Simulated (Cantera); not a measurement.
A perfectly stirred reactor is fed with NH3 : H2 = 1 : 0.78 (molar parts), at 2200 Pa; it is held at 2325 K, and followed from long to short residence time.

Cantera simulation using the gas-phase N/H chemistry of the illustrative SiF4/NH3 mechanism in the Surface Chemkin manual (1991); the numbers are that mechanism's predictions, not measurements. Walls and surfaces, which speed up NH3 decomposition in real reactors, are not modelled.

Q: What does this change do: temperature 2325 to 1273 K?

A: 
```
quantity                before     after
---------------------  -------  --------
x(NH3) at τ = 16.0 s   6.04e-5     0.562
x(H2) at τ = 16.0 s      0.773     0.438
x(NH2) at τ = 16.0 s   1.28e-5   3.05e-6
x(N2) at τ = 16.0 s      0.175   1.71e-5
x(NH) at τ = 16.0 s    1.81e-5   1.90e-9
x(NH3) at τ = 58.0 ms    0.268     0.562
x(H2) at τ = 58.0 ms     0.635     0.438
x(NH2) at τ = 58.0 ms  0.00210   3.67e-8
x(N2) at τ = 58.0 ms    0.0930  5.81e-12
x(NH) at τ = 58.0 ms   9.73e-5    <1e-12
```

Q: What does this change do: pressure from 2200 Pa to 30000 Pa?

A: 
```json
[
 {"quantity": "x(NH3) at τ = 16.0 s", "before": "6.04e-5", "after": "0.000145"},
 {"quantity": "x(H2) at τ = 16.0 s", "before": "0.773", "after": "0.804"},
 {"quantity": "x(NH2) at τ = 16.0 s", "before": "1.28e-5", "after": "1.03e-5"},
 {"quantity": "x(N2) at τ = 16.0 s", "before": "0.175", "after": "0.178"},
 {"quantity": "x(NH) at τ = 16.0 s", "before": "1.81e-5", "after": "4.87e-6"},
 {"quantity": "x(NH3) at τ = 58.0 ms", "before": "0.268", "after": "0.0383"},
 {"quantity": "x(H2) at τ = 58.0 ms", "before": "0.635", "after": "0.791"},
 {"quantity": "x(NH2) at τ = 58.0 ms", "before": "0.00210", "after": "0.000536"},
 {"quantity": "x(N2) at τ = 58.0 ms", "before": "0.0930", "after": "0.167"},
 {"quantity": "x(NH) at τ = 58.0 ms", "before": "9.73e-5", "after": "4.87e-5"}
]
```
